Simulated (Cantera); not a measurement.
Cantera run:

```python
import numpy as np
import cantera as ct

gas_names = """
    H H2 N NH NH2 NH3 N2 N2H2 N2H4 Si SiH SiH2 SiH3 SiH4 SiN Si2 Si2N Si3
""".split()
cond_names = """
    Si(cr) Si(L) Si3N4(a)
""".split()


# ... load() reads the species with a 1 bar reference pressure and builds the phases ...
atoms = {
    'trisilylamine': {'Si': 3, 'N': 1, 'H': 9},
    'NH3': {'N': 1, 'H': 3},
    'H2': {'H': 2},
}
top_T = {'Si3N4(a)': 2400}  # K; cautious upper limits of use, not melting points


# ... equilibrate(T, P, feed) seeds the gas with the atoms and calls Mixture.equilibrate('TP', solver="vcs", rtol=1e-11, max_steps=5000) ...
results = []
feed = {'trisilylamine': 1, 'NH3': 10, 'H2': 0.18}  # mol
P = 133.322  # Pa
for T in [1023, 1173, 1323, 1473, 1623, 1773, 1923, 2073]:
    mix = equilibrate(T, P, feed)
    results.append((T, P, feed, dict(zip(mix.species_names, mix.species_moles))))

top = {s: max(r[3][s] / sum(r[3][g] for g in gas_names) for r in results) for s in gas_names}
cols = sorted((s for s in top if top[s] > 0.0001), key=lambda s: -top[s])[:6]
seen = [c for c in cond_names if any(r[3].get(c, 0) > 1e-12 for r in results)]
print("log10 of partial pressures in bar; condensed amounts in mol")
print(f"{'T/K':>10s}" + "".join(f"{s[:9]:>10s}" for s in cols + seen))
for T, P, feed, n in results:
    ng = sum(n[g] for g in gas_names)
    print(f"{T:10.4g}" + "".join(f"{np.log10(max(n[s] / ng * P / 1e5, 1e-99)):10.3f}" for s in cols)
          + "".join(f"{n.get(c, 0):10.4g}" for c in seen))
```

It prints:

```
log10 of partial pressures in bar; condensed amounts in mol
       T/K        H2        N2        Si         H       SiH       Si2    Si(cr)     Si(L)  Si3N4(a)
      1023    -2.946    -3.696   -19.661    -9.856   -19.381   -29.180         0         0         1
      1173    -2.946    -3.696   -15.120    -8.402   -15.340   -22.133         0         0         1
      1323    -2.946    -3.696   -11.618    -7.273   -12.225   -16.701         0         0         1
      1473    -2.946    -3.696    -8.837    -6.371    -9.755   -12.391         0         0         1
      1623    -2.983    -3.536    -6.806    -5.652    -7.995    -9.348     2.997         0         0
      1773    -2.986    -3.538    -5.672    -5.039    -7.073    -7.926         0     2.955         0
      1923    -2.999    -3.547    -4.770    -4.526    -6.357    -6.839         0     2.648         0
      2073    -3.050    -3.585    -4.001    -4.105    -5.767    -5.912         0    0.7609         0
```

Method: chemical equilibrium by Gibbs-energy minimisation in Cantera with the NASA 1993 tables (ideal gas, pure condensed phases). The feed counts by its element totals alone. The tables' values for SiN are old estimates; treat these amounts as uncertain. Gases not in the tables: Si2H6 and higher silanes.
